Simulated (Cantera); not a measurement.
Feed: 1 mol AlCl3, 6.3 mol H2O, 280 mol N2, 18 mol N2O, held at 32.0 Pa.

Equilibrium computed with Cantera from the NASA thermochemical tables; the gas is ideal and each condensed phase is pure. Candidate condensed phases: Al, AlCl3, AlN, Al2O3, H2O, NH4Cl; 45 gas species. Condensed phases not in the tables: AlOCl. Rates play no part.

Task: At 848 K, list the 5 most abundant gas species with their mole fractions, and the condensed phases.

Result: N2 0.947, O2 0.0286, H2O 0.0153, HCl 0.00948, Cl2 2.15e-5. Condensed: Al2O3(s).
